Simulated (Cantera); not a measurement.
A freely propagating, adiabatic, planar premixed flame of CO : H₂ : O₂ : N₂ = 1 : 0.91 : 0.868 : 3.26 (molar parts), equivalence ratio 1.1, unburnt at 700 K and 100000 Pa; mixture-averaged transport, grid criteria slope 0.08 and curve 0.16, no radiation.

Computed with Cantera and GRI-Mech 3.0 (53 species, 325 reactions). Burning velocities carry a grid error of a few per cent, more on coarse grids.

x: mole fraction of selected species; z is measured from the peak of heat release.

```csv
z (mm),T (K),u (m/s),x CO,x H₂,x O₂,x OH,x O,x H₂O
-1.91,700,6.15,0.166,0.151,0.144,<1e-8,<1e-8,<1e-8
-1.27,700,6.15,0.166,0.151,0.144,<1e-8,<1e-8,<1e-8
-0.953,700,6.15,0.166,0.151,0.144,<1e-8,<1e-8,<1e-8
-0.635,700,6.15,0.166,0.151,0.144,<1e-8,<1e-8,4.81e-8
-0.318,705,6.18,0.166,0.149,0.144,1.05e-5,4.29e-6,0.000197
-0.159,833,7.20,0.166,0.130,0.140,0.000465,0.000289,0.00940
0,1250,10.5,0.154,0.0612,0.104,0.00354,0.00679,0.0680
0.159,1572,13.1,0.124,0.0221,0.0579,0.00868,0.0159,0.113
0.318,1736,14.2,0.102,0.0204,0.0440,0.0114,0.0167,0.116
0.635,1909,15.4,0.0849,0.0216,(withheld),(withheld),(withheld),0.118
1.27,2075,16.6,0.0799,0.0201,0.0308,0.0151,0.0114,0.126
2.54,2231,17.6,0.0756,0.0173,0.0264,0.0150,0.00795,0.135
5.08,2370,18.5,0.0690,0.0144,0.0217,0.0140,0.00519,0.144
```

Task: Fill in the missing entries.

Result: 
- 0.635, x O₂: 0.0354
- 0.635, x OH: 0.0138
- 0.635, x O: 0.0147
